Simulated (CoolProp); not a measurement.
Vapour-liquid equilibrium of propane (1) + R152A (2) at 326 K; x and y are mole fractions of (1).

Computed with CoolProp (multi-fluid Helmholtz-energy mixture model, Lemmon 2009 and Outcalt 1996; pair parameters Bell 2016).

| x | bubble pressure (bar) | y at the bubble point | dew pressure at overall composition x (bar) | liquid density (mol/L) |
|---|---|---|---|---|
| 0.05 | 14.00 | 0.117 | 13.20 | 12.21 |
| 0.2 | 17.09 | 0.337 | 15.10 | 11.54 |
| 0.35 | 19.01 | 0.467 | 17.30 | 10.96 |
| 0.5 | 20.13 | 0.567 | 19.43 | 10.49 |
| 0.65 | 20.59 | 0.661 | 20.57 | 10.17 |
| 0.8 | 20.35 | 0.769 | 20.16 | 10.02 |
| 0.95 | 19.03 | 0.926 | 18.77 | 10.02 |

y crosses x between x = 0.65 and 0.8: the model has an azeotrope there.

The pair parameters rest on a limited set of measurements; away from them the model extrapolates.
